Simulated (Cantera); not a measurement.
Premixed flame

A freely propagating, adiabatic, planar premixed flame of 6.71 % CH4, 8.72 % H2, 17.8 % O2, 66.8 % N2, unburnt at 375 K and 1.97 atm; mixture-averaged transport, grid criteria slope 0.08 and curve 0.16, no radiation.

Cantera simulation using GRI-Mech 3.0 (53 species, 325 reactions); the numbers are that mechanism's predictions, not measurements. Burning velocities carry a grid error of a few per cent, more on coarse grids.

| z (mm) | T (K) | u (m/s) | x CH4 | x H2 | x O2 | x HO2 | x H2O | x H |
|---|---|---|---|---|---|---|---|---|
| -0.541 | 375 | 0.762 | 0.0671 | 0.0865 | 0.178 | 1.43e-8 | 4.88e-6 | <1e-8 |
| -0.360 | 376 | 0.763 | 0.0673 | 0.0842 | 0.178 | 4.34e-7 | 0.000117 | <1e-8 |
| -0.270 | 381 | 0.770 | 0.0674 | 0.0807 | 0.179 | 2.46e-6 | 0.000583 | <1e-8 |
| -0.180 | 422 | 0.845 | 0.0667 | 0.0718 | 0.179 | 2.85e-5 | 0.00508 | <1e-8 |
| -0.0901 | 800 | 1.59 | 0.0525 | 0.0532 | 0.156 | 0.000308 | 0.0493 | 6.67e-5 |
| -0.0450 | 1248 | 2.50 | 0.0317 | 0.0428 | 0.117 | 0.000250 | 0.101 | 0.000814 |
| 0 | 1673 | 3.37 | 0.00874 | 0.0319 | 0.0685 | 0.000134 | 0.155 | 0.00368 |
| 0.0450 | 1868 | 3.76 | 0.000777 | 0.0216 | 0.0374 | 3.40e-5 | 0.184 | 0.00697 |
| 0.0901 | 1938 | 3.89 | 3.50e-5 | 0.0169 | 0.0260 | 1.69e-5 | 0.193 | 0.00787 |
| 0.180 | 2017 | 4.02 | 9.16e-8 | 0.0148 | 0.0198 | 1.10e-5 | 0.197 | 0.00684 |
| 0.360 | 2106 | 4.18 | <1e-8 | 0.0129 | 0.0160 | 7.01e-6 | 0.203 | 0.00464 |
| 0.721 | 2190 | 4.32 | <1e-8 | 0.0101 | 0.0127 | 4.11e-6 | 0.209 | 0.00264 |
| 1.44 | 2254 | 4.43 | <1e-8 | 0.00753 | 0.00991 | 2.41e-6 | 0.215 | 0.00142 |
x: mole fraction of selected species; z is measured from the peak of heat release.

```yaml
laminar_burning_velocity: 76.2 cm/s
thermal_thickness: 0.180 mm
peak x(HO2): 0.000309
peak x(H): 0.00788
grid_points: 148
```
